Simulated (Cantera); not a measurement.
Feed: 1 mol CaCO₃, 0.13 mol H₂, 8.6 mol H₂O, equilibrated at 0.00800 bar.

Equilibrium computed with Cantera from the NASA thermochemical tables; the gas is ideal and each condensed phase is pure. Candidate condensed phases: C, C₆H₆, C₇H₈, C₈H₁₈, Ca, CaCO₃, CaO, Ca(OH)₂, H₂O; 115 gas species. Kinetics and transport are ignored. All values below are at 1675 °C.

Base state: H₂O 0.861, CO₂ 0.0916, H₂ 0.0213, CO 0.00995, O₂ 0.00758, OH 0.00674, H 0.00184, O 0.000432 (mole fractions); condensed: CaO(s).

Problem. What changes in the equilibrium state with this change: H₂ from 0.13 to 0.052 mol?

Solution. 
| species | before | after |
|---|---|---|
| H₂O | 0.861 | 0.860 |
| CO₂ | 0.0916 | 0.0931 |
| H₂ | 0.0213 | 0.0189 |
| O₂ | 0.00758 | 0.00966 |
| Ca(OH)₂ | 5.79e-5 | 5.79e-5 |
| O | 0.000432 | 0.000488 |
| CO | 0.00995 | 0.00897 |
| H | 0.00184 | 0.00173 |
| OH | 0.00674 | 0.00716 |
| CaO(s), mol | 0.999 | 0.999 |

Problem. What changes in the equilibrium state with this change: H₂O from 8.6 to 0.027 mol?

Solution. 
| species | before | after |
|---|---|---|
| CO₂ | 0.0916 | 0.744 |
| H₂O | 0.861 | 0.129 |
| CO | 0.00995 | 0.116 |
| H₂ | 0.0213 | 0.00456 |
| Ca(OH)₂ | 5.79e-5 | 8.68e-6 |
| OH | 0.00674 | 0.00218 |
| H | 0.00184 | 0.000853 |
| O₂ | 0.00758 | 0.00371 |
| O | 0.000432 | 0.000302 |
| CaO(s), mol | 0.999 | 1.000 |
